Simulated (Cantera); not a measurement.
A Cantera script and what it prints.

```python
import numpy as np
import cantera as ct

gas_names = [...]  # 123 gases of nasa_gas.yaml made of C, H, O, Si
cond_names = """
    C(gr) C6H6(L) C7H8(L) C8H18(L),n-octa H2O(s) H2O(L) Si(cr) Si(L) SiC(b) SiO2(Lqz) SiO2(hqz) SiO2(L)
""".split()


# ... load() reads the species with a 1 bar reference pressure and builds the phases ...
atoms = {
    'SiC': {'Si': 1, 'C': 1},
    'CO2': {'C': 1, 'O': 2},
    'H2': {'H': 2},
}
top_T = {'C(gr)': 4500, 'SiC(b)': 3050}  # K; cautious upper limits of use, not melting points


# ... equilibrate(T, P, feed) seeds the gas with the atoms and calls Mixture.equilibrate('TP', solver="vcs", rtol=1e-11, max_steps=5000) ...
results = []
feed = {'SiC': 1, 'CO2': 4.8, 'H2': 10}  # mol
T = 1048.15  # K
P = 17  # Pa
mix = equilibrate(T, P, feed)
results.append((T, P, feed, dict(zip(mix.species_names, mix.species_moles))))
print(gas.report(threshold=0.0001))
for i in range(1, mix.n_phases):
    print(f"{mix.phase(i).name:16s} {mix.phase_moles(i):12.5e} mol")
```

Output:

```
       temperature   1048.2 K
          pressure   17 Pa
           density   2.6102e-05 kg/m^3
  mean mol. weight   13.381 kg/kmol
   phase of matter   gas

                          1 kg             1 kmol
                     ---------------   ---------------
          enthalpy       -3.4724e+06       -4.6463e+07  J
   internal energy       -4.1237e+06       -5.5178e+07  J
           entropy             20893        2.7957e+05  J/K
    Gibbs function       -2.5372e+07       -3.3949e+08  J
 heat capacity c_p              2486             33264  J/K
 heat capacity c_v            1864.6             24950  J/K

                      mass frac. Y      mole frac. X     chem. pot. / RT
                     ---------------   ---------------   ---------------
                CO           0.67237            0.3212           -48.223
               CO2           0.15092          0.045887           -85.478
                H2          0.085106           0.56487           -26.875
               H2O          0.091601          0.068037           -64.129
     [ +119 minor]         3.426e-08        4.4742e-07

C(gr)             0.00000e+00 mol
Si(cr)            0.00000e+00 mol
SiC(b)            0.00000e+00 mol
SiO2(hqz)         1.00000e+00 mol
```

These are equilibrium values from Cantera (NASA tables, ideal gas, pure condensed phases), not measurements of a reactor.
